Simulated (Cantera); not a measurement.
# Tantalum, niobium, vanadium and zirconium in process gases: V + N2 + H2

Charge: 1 mol V, 0.4 mol N2, 26 mol H2, equilibrated at 2452 °C and 10.0 mbar.

Cantera equilibrium calculation (NASA polynomials, part measured and part estimated; ideal gas, pure solids and liquids). Candidate condensed phases: V, VN; 11 gas species. Equilibrium is a limit: real reactors are often held back by kinetics, nucleation or transport.

The x(H2) is 0.513 and the x(H) is 0.447. The x(V) is 0.0283, the x(N2) comes out as 0.0113 and the x(N) is 2.11e-6. The gas amount is 35.29 mol and the log10 activity of V(l) (absent) comes out as -1.26.
